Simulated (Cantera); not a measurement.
Charge: 1 mol Ti, 18 mol CO, 2.2 mol O2.

Method: chemical equilibrium by Gibbs-energy minimisation in Cantera with the NASA 1993 tables (ideal gas, pure condensed phases). Candidate condensed phases: C, Ti, TiC, TiO, TiO2, Ti2O3, Ti3O5, Ti4O7; 15 gas species. Equilibrium is a limit: real reactors are often held back by kinetics, nucleation or transport.

### Question
What condenses at these points (T in °C, P in Pa): (1050, 48); (450, 48); (1350, 5500); (550, 1100); (850, 48)?

### Answer
| T (°C) | P in Pa | condensed phases | Ti condensed (%) |
|---|---|---|---|
| 1050 | 48 | TiO2 | 100.0 |
| 450 | 48 | C + TiO2 | 100.0 |
| 1350 | 5500 | TiO2 | 100.0 |
| 550 | 1100 | C + TiO2 | 100.0 |
| 850 | 48 | TiO2 | 100.0 |
